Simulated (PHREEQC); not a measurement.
Solution (25 °C): 0.066 mol ZnCl2, 0.0091 mol KCl and 0.0041 mol FeSO4 per kg of water. Closed to the air; pH follows from the charge balance.

The numbers come from PHREEQC with the ion-association model, wateq4f.dat.

Each row changes one thing in this solution. This is a speciation only: nothing precipitates in the calculation.

| case | pH | ionic strength (mol/kgw) | Cl- (mol/kgw) | Zn+2 (mol/kgw) | ZnCl+ (mol/kgw) | ZnSO4 (mol/kgw) | SI of Zincite(c) (ZnO) | SI of Goslarite (ZnSO4:7H2O) |
|---|---|---|---|---|---|---|---|---|
| as made | 5.10 | 0.199 | 0.133 | 0.0567 | 0.00660 | 0.00214 | -2.67 | -3.07 |
| FeSO4 replaced by Na2SO4 at the same molality | 5.10 | 0.196 | 0.133 | 0.0566 | 0.00663 | 0.00220 | -2.67 | -3.06 |
| temperature from 25 to 90 °C | 4.63 | 0.148 | 0.106 | 0.0320 | 0.0298 | 0.00181 | -1.01 | (withheld) |
| temperature from 25 to 15 °C | 5.13 | 0.204 | 0.136 | 0.0590 | 0.00447 | (withheld) | -3.15 | -2.95 |
| FeSO4 replaced by MgSO4 at the same molality | 5.10 | 0.199 | 0.133 | 0.0567 | 0.00661 | 0.00212 | -2.67 | -3.08 |
| FeSO4 from 0.0041 to 0.00451 mol/kgw | 5.10 | 0.200 | 0.133 | 0.0565 | 0.00657 | (withheld) | -2.67 | (withheld) |
| 0.0057 mol/kgw H2SO4 added | (withheld) | 0.205 | 0.134 | 0.0547 | 0.00633 | 0.00432 | -8.71 | -2.77 |

### Question
Complete the blanks.

### Answer

- temperature from 25 to 90 °C, SI of Goslarite (ZnSO4:7H2O): -3.76
- temperature from 25 to 15 °C, ZnSO4 (mol/kgw): 0.00213
- FeSO4 from 0.0041 to 0.00451 mol/kgw, ZnSO4 (mol/kgw): 0.00234
- FeSO4 from 0.0041 to 0.00451 mol/kgw, SI of Goslarite (ZnSO4:7H2O): -3.03
- 0.0057 mol/kgw H2SO4 added, pH: 2.09

Constants without temperature data keep their 25 °C values here.
